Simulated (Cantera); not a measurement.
Charge: 1 mol MgO, 2.9 mol F2, 6.6 mol O2, at 825 °C and 0.0623 Torr.

These are equilibrium values from Cantera (NASA tables, ideal gas, pure condensed phases), not measurements of a reactor. Candidate condensed phases: Mg, MgF2, MgO; 14 gas species. Kinetics and transport are ignored.

Base state: O2 0.651, F 0.348, F2 0.000178, MgF2 1.06e-5 (mole fractions); condensed: MgF2(s).

**Question.** What changes in the equilibrium state with this change: temperature from 825 °C to 402 °C?

**Answer.** 
```
species         before   after
------------  --------  ------
O2               0.651   0.773
F2            0.000178   0.186
F                0.348  0.0407
MgF2           1.06e-5   <1e-9
MgF2(s), mol     1.000    1.00
```
